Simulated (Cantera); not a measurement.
Input (Python, Cantera):

```python
import numpy as np
import cantera as ct

gas = ct.Solution("gri30.yaml")
gas.TPX = 2150, 1333, {'CH4': 0.0075, 'H2': 0.11}
reactor = ct.IdealGasConstPressureReactor(gas, energy="off", clone=False)
net = ct.ReactorNet([reactor])
net.rtol, net.atol = 1e-08, 1e-18
show = ['CH4', 'H2', 'H', 'C2H6', 'CH3', 'C2H']
times = np.geomspace(0.0004, 50, 14)

steps = ct.SolutionArray(gas, extra=["t"])
rows = []
print(f"{'t/s':>10s}{'T/K':>9s}{'P/Pa':>11s}" + "".join(f"{s:>11s}" for s in show))
for t in times:
    while net.time < t:
        t_next = net.step()
        steps.append(gas.state, t=t_next)
    rows.append([np.interp(t, steps.t, y) for y in (steps.T, steps.P, *steps(*show).X.T)])
    print(f"{t:10.3e}{rows[-1][0]:9.1f}{rows[-1][1]:11.4g}" + "".join(f"{x:11.3e}" for x in rows[-1][2:]))
rate = np.gradient(steps.T, steps.t)
print("integrator steps:", len(steps.t))
if steps.T.max() > steps.T[0] + 200:
    print(f"time of steepest temperature rise: {steps.t[rate.argmax()]:.4e} s")
gas.TPX = 2150, 1333, {'CH4': 0.0075, 'H2': 0.11}
gas.equilibrate("TP")
print(f"equilibrium (TP): T = {gas.T:.1f} K  " + "  ".join(f"{s} {gas[s].X[0]:.3e}" for s in show))
```

Result:

```
       t/s      T/K       P/Pa        CH4         H2          H       C2H6        CH3        C2H
 4.000e-04   2150.0       1333  6.223e-02  9.351e-01  1.164e-03  7.823e-07  1.474e-03  1.025e-10
 9.866e-04   2150.0       1333  5.955e-02  9.338e-01  2.866e-03  3.715e-06  3.475e-03  1.034e-08
 2.433e-03   2150.0       1333  5.043e-02  9.334e-01  6.469e-03  9.014e-06  6.627e-03  5.014e-07
 6.002e-03   2150.0       1333  2.939e-02  9.417e-01  9.808e-03  5.086e-06  5.827e-03  4.006e-06
 1.480e-02   2150.0       1333  1.071e-02  9.510e-01  1.211e-02  8.459e-07  2.612e-03  8.935e-06
 3.651e-02   2150.0       1333  2.602e-03  9.528e-01  1.562e-02  6.416e-08  8.196e-04  1.381e-05
 9.005e-02   2150.0       1333  5.219e-04  9.497e-01  2.017e-02  3.249e-09  2.132e-04  1.866e-05
 2.221e-01   2150.0       1333  1.055e-04  9.447e-01  2.562e-02  1.624e-10  5.503e-05  2.398e-05
 5.478e-01   2150.0       1333  2.581e-05  9.388e-01  3.165e-02  1.191e-11  1.672e-05  2.977e-05
 1.351e+00   2150.0       1333  1.423e-05  9.353e-01  3.517e-02  4.184e-12  1.028e-05  3.315e-05
 3.332e+00   2150.0       1333  1.367e-05  9.349e-01  3.558e-02  3.915e-12  9.995e-06  3.355e-05
 8.219e+00   2150.0       1333  1.367e-05  9.349e-01  3.558e-02  3.915e-12  9.994e-06  3.355e-05
 2.027e+01   2150.0       1333  1.367e-05  9.349e-01  3.558e-02  3.915e-12  9.994e-06  3.355e-05
 5.000e+01   2150.0       1333  1.367e-05  9.349e-01  3.558e-02  3.915e-12  9.994e-06  3.355e-05
integrator steps: 1411
equilibrium (TP): T = 2150.0 K  CH4 1.373e-05  H2 9.349e-01  H 3.558e-02  C2H6 3.949e-12  CH3 1.004e-05  C2H 3.355e-05
```

Detailed kinetics in Cantera: GRI-Mech 3.0 (53 species, 325 reactions). GRI-Mech 3.0 stops at C3 and has no aromatics, soot or wall deposition, so with more carbon than oxygen in the feed, carbon stays in small species such as C2H2 where larger ones or solid carbon would form. Radical loss at walls, strong at low pressure, is not modelled.
